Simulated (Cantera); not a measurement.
A perfectly stirred reactor is fed with 5.24 % CH₄, 0.514 % C₂H₆, 0.682 % C₃H₈, 19.6 % O₂, 73.9 % N₂, equivalence ratio 0.80, at 750 Torr; it is adiabatic with a 623 K inlet, and is followed from long to short residence time, starting on the burning branch (τ in s: 0.036, 0.018, 0.0089, 0.0045, 0.0022, 0.0011, 0.00056, 0.00028, 0.00014, 7e-05, 3.5e-05).

Cantera simulation using GRI-Mech 3.0 (53 species, 325 reactions); the numbers are that mechanism's predictions, not measurements.

**Question.** Predict: blow-out, bracketed by the residence times tried; x(CH₄) at τ = 36.0 ms; x(C₂H₆) at τ = 36.0 ms; x(C₃H₈) at τ = 36.0 ms; x(N₂O) at τ = 36.0 ms; x(O) at τ = 36.0 ms; x(CH₄) at τ = 1.10 ms; x(C₂H₆) at τ = 1.10 ms; x(C₃H₈) at τ = 1.10 ms; x(N₂O) at τ = 1.10 ms; x(O) at τ = 1.10 ms.

**Answer.** 
- blow-out, bracketed by the residence times tried = burning at 70.0 µs, out at 35.0 µs
- x(CH₄) at τ = 36.0 ms = 4.02e-6
- x(C₂H₆) at τ = 36.0 ms = 5.89e-8
- x(C₃H₈) at τ = 36.0 ms = 8.77e-8
- x(N₂O) at τ = 36.0 ms = 3.12e-7
- x(O) at τ = 36.0 ms = 0.000869
- x(CH₄) at τ = 1.10 ms = 5.40e-5
- x(C₂H₆) at τ = 1.10 ms = 1.27e-6
- x(C₃H₈) at τ = 1.10 ms = 1.52e-6
- x(N₂O) at τ = 1.10 ms = 2.43e-7
- x(O) at τ = 1.10 ms = 0.00364
